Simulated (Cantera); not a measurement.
Cantera run, input and output.

```python
import numpy as np
import cantera as ct

gas = ct.Solution("gri30.yaml", transport_model="multicomponent")
show = ['H2O', 'CH3', 'N2']

rows = []
print(f"{'T/K':>7s}{'rho':>11s}{'cp':>10s}{'mu':>11s}{'lambda':>11s}{'Pr':>7s}" + "".join(f"{'D_' + s:>11s}" for s in show))
for T in [400, 550, 700, 850, 1000, 1150, 1300]:
    gas.TPX = T, 1000000, {'NO': 0.46, 'N2': 0.9, 'CO2': 0.5}
    Pr = gas.cp_mass * gas.viscosity / gas.thermal_conductivity
    D = [gas.mix_diff_coeffs_mole[gas.species_index(s)] for s in show]
    rows.append([gas.density, gas.cp_mass, gas.viscosity, gas.thermal_conductivity, Pr, *D])
    print(f"{T:7g}{gas.density:11.4e}{gas.cp_mass:10.1f}{gas.viscosity:11.4e}"
          f"{gas.thermal_conductivity:11.4e}{Pr:7.3f}" + "".join(f"{d:11.4e}" for d in D))
print("SI units: kg/m3, J/kg/K, Pa s, W/m/K, m2/s")
```

Output:

```
    T/K        rho        cp         mu     lambda     Pr      D_H2O      D_CH3       D_N2
    400 9.8643e+00     996.5 2.1708e-05 3.0582e-02  0.707 3.6269e-06 3.5320e-06 3.0072e-06
    550 7.1740e+00    1050.1 2.7567e-05 4.0655e-02  0.712 6.6430e-06 6.1712e-06 5.2383e-06
    700 5.6367e+00    1100.4 3.2743e-05 5.0418e-02  0.715 1.0359e-05 9.3400e-06 7.9148e-06
    850 4.6420e+00    1146.1 3.7454e-05 5.9957e-02  0.716 1.4695e-05 1.2990e-05 1.0997e-05
   1000 3.9457e+00    1184.6 4.1822e-05 6.9120e-02  0.717 1.9597e-05 1.7087e-05 1.4455e-05
   1150 3.4310e+00    1212.5 4.5925e-05 7.7655e-02  0.717 2.5023e-05 2.1605e-05 1.8268e-05
   1300 3.0352e+00    1235.9 4.9817e-05 8.5843e-02  0.717 3.0941e-05 2.6523e-05 2.2419e-05
SI units: kg/m3, J/kg/K, Pa s, W/m/K, m2/s
```

Detailed kinetics in Cantera: GRI-Mech 3.0 (53 species, 325 reactions). The composition is frozen, though it would react at the higher temperatures.
